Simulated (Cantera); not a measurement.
Source: NASA polynomial tables (part measured, part estimated), evaluated in Cantera. Values are per mole of reaction as written; species without (g) are pure solids or liquids, kept so even where they would boil at 1 bar.

SF4(g) + PbF2 = 3 F2(g) + PbS(g)

```tsv
T (K)	ΔH° (kJ)	ΔS° (J/K)	ΔG° (kJ)	log10 K	condensed phases
925	[?]	[?]	[?]	[?]	PbF2(s)
1125	1514.6	370.3	1097.9	-50.98	PbF2(l)
1325	[?]	[?]	[?]	[?]	PbF2(l)
1525	[?]	[?]	[?]	[?]	PbF2(l)
1725	1477.0	343.5	884.4	-26.78	PbF2(l)
1925	[?]	[?]	[?]	[?]	PbF2(l)
2125	1452.3	330.7	749.6	-18.43	PbF2(l)
```

Task: Fill in the missing entries.

Result: 
- 925, ΔH° (kJ): 1537.9
- 925, ΔS° (J/K): 392.1
- 925, ΔG° (kJ): 1175.2
- 925, log10 K: -66.36
- 1325, ΔH° (kJ): 1501.9
- 1325, ΔS° (J/K): 360.0
- 1325, ΔG° (kJ): 1024.9
- 1325, log10 K: -40.40
- 1525, ΔH° (kJ): 1489.4
- 1525, ΔS° (J/K): 351.2
- 1525, ΔG° (kJ): 953.8
- 1525, log10 K: -32.67
- 1925, ΔH° (kJ): 1464.7
- 1925, ΔS° (J/K): 336.8
- 1925, ΔG° (kJ): 816.4
- 1925, log10 K: -22.15
